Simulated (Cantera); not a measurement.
# Premixed flame

A freely propagating, adiabatic, planar premixed flame of CH4 : C2H6 : C3H8 : O2 : N2 = 1 : 0.055 : 0.31 : 2.88 : 10.8 (molar parts), equivalence ratio 1.3, unburnt at 498 K and 0.530 bar; mixture-averaged transport, grid criteria slope 0.08 and curve 0.16, no radiation.

Cantera simulation using GRI-Mech 3.0 (53 species, 325 reactions); the numbers are that mechanism's predictions, not measurements. GRI-Mech 3.0 was tuned for natural gas; its chemistry of propane as a main component is partial and can be far from experiment. Burning velocities carry a grid error of a few per cent, more on coarse grids.

```csv
z (mm),T (K),u (m/s),x CH4,x C2H6,x C3H8,x HCO,x NO2,x CO
-1.78,498,0.965,0.0663,0.00365,0.0206,<1e-8,<1e-8,4.76e-6
-1.19,500,0.973,0.0659,0.00364,0.0205,<1e-8,<1e-8,6.20e-5
-0.892,510,0.997,0.0652,0.00362,0.0204,<1e-8,1.50e-8,0.000354
-0.595,585,1.16,0.0618,0.00362,0.0199,<1e-8,9.81e-8,0.00293
-0.297,1026,2.10,0.0446,0.00399,0.0129,1.40e-6,8.67e-8,0.0237
-0.149,1439,3.02,0.0264,0.00237,0.00334,3.11e-5,3.40e-8,0.0498
0,1801,3.84,0.00825,0.000217,6.65e-5,7.46e-5,<1e-8,0.0761
0.149,1977,4.23,0.00120,2.82e-6,6.17e-8,3.66e-5,<1e-8,0.0845
0.297,2029,4.33,0.000110,2.06e-8,<1e-8,6.57e-6,<1e-8,0.0808
0.595,2054,4.36,8.44e-7,<1e-8,<1e-8,1.89e-7,<1e-8,0.0728
1.19,2074,4.39,<1e-8,<1e-8,<1e-8,9.84e-8,<1e-8,0.0688
2.38,2099,4.44,<1e-8,<1e-8,<1e-8,8.40e-8,<1e-8,0.0682
4.76,2132,4.50,<1e-8,<1e-8,<1e-8,6.62e-8,<1e-8,0.0684
```
x: mole fraction of selected species; z is measured from the peak of heat release.

```
Property                     Result
------------------------  ---------
laminar burning velocity  96.3 cm/s
thermal thickness          0.595 mm
peak x(HCO)                 7.46e-5
peak x(CO)                   0.0845
grid points                     149
```
